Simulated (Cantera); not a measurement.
## Fluorocarbon and chlorocarbon gases: CF4 + H2

Input: 1 mol CF4, a varied amount of H2, at 3300 °C and 0.133 bar.

These are equilibrium values from Cantera (NASA tables, ideal gas, pure condensed phases), not measurements of a reactor. Candidate condensed phases: C, C6H6, C7H8, C8H18; 95 gas species. Equilibrium is a limit: real reactors are often held back by kinetics, nucleation or transport.

From 1.1 mol H2 to 8.3 mol H2 nothing is condensed. The main C-bearing gas is C3 throughout.

| n(H2) (mol) | log p H | log p HF | log p F | log p H2 | log p CF | log p C3 | log p C |
|---|---|---|---|---|---|---|---|
| 1.1 | -2.11 | -1.25 | -1.28 | -3.91 | -2.13 | -2.29 | -2.64 |
| 1.3 | -1.99 | -1.20 | -1.36 | -3.65 | -2.20 | -2.28 | -2.64 |
| 1.5 | -1.87 | -1.17 | -1.44 | -3.42 | -2.28 | -2.27 | -2.64 |
| 1.8 | -1.72 | -1.14 | -1.57 | -3.12 | -2.40 | -2.28 | -2.64 |
| 2.1 | -1.59 | -1.13 | -1.68 | -2.87 | -2.53 | -2.30 | -2.65 |
| 2.5 | -1.47 | -1.15 | -1.82 | -2.63 | -2.68 | -2.34 | -2.66 |
| 3 | -1.37 | -1.18 | -1.96 | -2.42 | -2.84 | -2.40 | -2.68 |
| 3.5 | -1.30 | -1.22 | -2.07 | -2.28 | -2.97 | -2.46 | -2.70 |
| 4.2 | -1.23 | -1.27 | -2.19 | -2.15 | -3.11 | -2.54 | -2.73 |
| 5 | -1.18 | -1.33 | -2.29 | -2.05 | -3.24 | -2.63 | -2.75 |
| 5.9 | -1.15 | -1.38 | -2.38 | -1.97 | -3.36 | -2.71 | -2.78 |
| 7 | -1.11 | -1.45 | -2.48 | -1.91 | -3.49 | -2.80 | -2.81 |
| 8.3 | -1.09 | -1.51 | -2.56 | -1.86 | -3.60 | -2.89 | -2.84 |
log p: log10 of the partial pressure in bar; nothing condenses.
